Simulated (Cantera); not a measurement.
Input (Python, Cantera):

```python
import numpy as np
import cantera as ct

gas = ct.Solution("h2o2.yaml")
gas.TPX = 1125, 2666, {'H2': 0.019, 'O2': 1, 'N2': 0.4, 'H2O': 0.0093}
inlet = ct.Reservoir(gas, clone=True)

reactor = ct.IdealGasConstPressureReactor(gas, energy="off", clone=False)
exhaust = ct.Reservoir(gas, clone=True)
tau = [6.9, 2.6, 0.95, 0.35, 0.13, 0.048, 0.018, 0.0067][0]
for a, b in ((inlet, reactor), (reactor, exhaust)):
    ct.MassFlowController(a, b, mdot=lambda t: reactor.mass / tau)
net = ct.ReactorNet([reactor])
show = ['H2', 'O2', 'H', 'O', 'OH', 'HO2', 'H2O']

rows = []
print(f"{'tau/s':>10s}{'T/K':>9s}" + "".join(f"{s:>11s}" for s in show))
for tau in [6.9, 2.6, 0.95, 0.35, 0.13, 0.048, 0.018, 0.0067]:
    net.initial_time = 0.0
    net.advance(30 * tau)
    before = gas.X
    net.advance(40 * tau)
    drift = np.max(np.abs(gas.X - before) / (gas.X + 1e-9))
    rows.append([gas.T, *gas[show].X, drift])
    print(f"{tau:10.3e}{gas.T:9.1f}" + "".join(f"{x:11.3e}" for x in gas[show].X))
```

Result:

```
     tau/s      T/K         H2         O2          H          O         OH        HO2        H2O
 6.900e+00   1125.0  2.382e-05  6.979e-01  3.546e-06  1.837e-04  1.328e-04  4.967e-07  1.985e-02
 2.600e+00   1125.0  4.249e-05  6.978e-01  9.278e-06  3.459e-04  1.845e-04  7.530e-07  1.980e-02
 9.500e-01   1125.0  7.618e-05  6.975e-01  2.465e-05  6.531e-04  2.594e-04  1.115e-06  1.972e-02
 3.500e-01   1125.0  1.348e-04  6.970e-01  6.322e-05  1.193e-03  3.637e-04  1.582e-06  1.958e-02
 1.300e-01   1125.0  2.375e-04  6.961e-01  1.534e-04  2.069e-03  5.070e-04  2.151e-06  1.935e-02
 4.800e-02   1125.0  4.263e-04  6.950e-01  3.441e-04  3.334e-03  7.017e-04  2.800e-06  1.895e-02
 1.800e-02   1125.0  7.830e-04  6.936e-01  6.700e-04  4.744e-03  9.492e-04  3.457e-06  1.828e-02
 6.700e-03   1125.0  1.512e-03  6.926e-01  1.091e-03  5.751e-03  1.247e-03  4.054e-06  1.717e-02
```

Detailed kinetics in Cantera: the H2/O2 subset of GRI-Mech 3.0, which has no nitrogen chemistry. Radical loss at walls, strong at low pressure, is not modelled.
